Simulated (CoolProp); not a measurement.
Propylene at several states: density (kg/m³) from the reference equation and from simpler models built on Tc = 364.2 K, pc = 4.555 MPa, ω = 0.146; each cubic takes its own stable root.

The numbers come from the reference Helmholtz-energy equation of state, Lemmon 2013 in CoolProp.

```json
[
 {"T (K)": "525.9", "p (MPa)": "20", "phase": "supercritical", "reference": "243.1", "van der Waals": "241.5", "Peng-Robinson": "240.6"},
 {"T (K)": "305.1", "p (MPa)": "2.63", "phase": "liquid", "reference": "498.8", "van der Waals": "314.8", "Peng-Robinson": "512.5"},
 {"T (K)": "219.9", "p (MPa)": "1.68", "phase": "liquid", "reference": "618.7", "van der Waals": "391.9", "Peng-Robinson": "656.9"},
 {"T (K)": "503.4", "p (MPa)": "4.83", "phase": "supercritical", "reference": "55.28", "van der Waals": "57.00", "Peng-Robinson": "56.03"},
 {"T (K)": "210.4", "p (MPa)": "2.78", "phase": "liquid", "reference": "631.0", "van der Waals": "400.6", "Peng-Robinson": "669.6"}
]
```
